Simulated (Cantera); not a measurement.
Input: 1 mol FeCl2, 11 mol H2, equilibrated at 1598.15 K and 75.0 Torr.

These are equilibrium values from Cantera (NASA tables, ideal gas, pure condensed phases), not measurements of a reactor. Candidate condensed phases: Fe, FeCl2, FeCl3; 11 gas species. Rates play no part.

Base state: H2 0.851, HCl 0.131, FeCl2 0.0178, H 0.000156, Cl 1.89e-5, Fe 1.06e-5 (mole fractions); condensed: Fe(γ).

Task: What changes in the equilibrium state with this change: H2 from 11 to 0.13 mol?

Result: 
```json
[
 {"species": "FeCl2", "before": "0.0178", "after": "0.799"},
 {"species": "HCl", "before": "0.131", "after": "0.168"},
 {"species": "H2", "before": "0.851", "after": "0.0312"},
 {"species": "Fe2Cl4", "before": "6.31e-7", "after": "0.00127"},
 {"species": "FeCl3", "before": "6.10e-7", "after": "0.000183"},
 {"species": "Fe(γ), mol", "before": "0.786", "after": "0.0949"}
]
```

Task: What changes in the equilibrium state with this change: FeCl2 replaced by PbF2?

Result: 
```tsv
species	before	after
H2	0.851	0.769
HF	0	0.154
Pb	0	0.0768
HCl	0.131	0
FeCl2	0.0178	0
PbF	0	9.83e-5
Cl	1.89e-5	0
Fe	1.06e-5	0
H	0.000156	0.000148
Fe(γ), mol	0.786	0
```
Further candidate phases: Pb, PbF2.

Task: What changes in the equilibrium state with this change: pressure from 75.0 Torr to 0.0900 Torr?

Result: 
```tsv
species	before	after
H2	0.851	0.839
HCl	0.131	0.129
FeCl2	0.0178	0.0175
Fe	1.06e-5	0.00883
H	0.000156	0.00446
Cl	1.89e-5	0.000543
FeCl	5.09e-7	1.46e-5
Fe(γ), mol	0.786	0.680
```
